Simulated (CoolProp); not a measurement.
R22 at 298.15 K and 2.47 MPa is throttled through a valve to 0.148 MPa with no heat exchange. Each further row changes one setting.

Model: reference Helmholtz-energy equation of state, Kamei 1995, in CoolProp.

```tsv
case	temperature change (K)	final phase	final density (kg/m³)
as stated	-57.4	two-phase, vapour fraction 0.294	22.6
outlet pressure 0.0444 MPa	-82.0	two-phase, vapour fraction 0.385	5.65
outlet pressure 0.192 MPa	-51.2	two-phase, vapour fraction 0.268	31.4
```
